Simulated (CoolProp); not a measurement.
Vapour-liquid equilibrium of C2F6 (R116) (1) + R143a (2) at 10.3 bar; x and y are mole fractions of (1).

Model: multi-fluid Helmholtz-energy mixture model, Lemmon 2006 and Lemmon and Jacobsen 2000; pair parameters Bell 2016, in CoolProp.

### Question
Give the bubble temperature and the first vapour's composition at x = 0.35, 0.8, 0.95. Is there an azeotrope?

### Answer
x = 0.35: 263.3 K, y = 0.633; x = 0.8: 254.1 K, y = 0.859; x = 0.95: 252.8 K, y = 0.956. No azeotrope shows between x = 0.05 and 0.95.

The pair parameters rest on a limited set of measurements; away from them the model extrapolates.
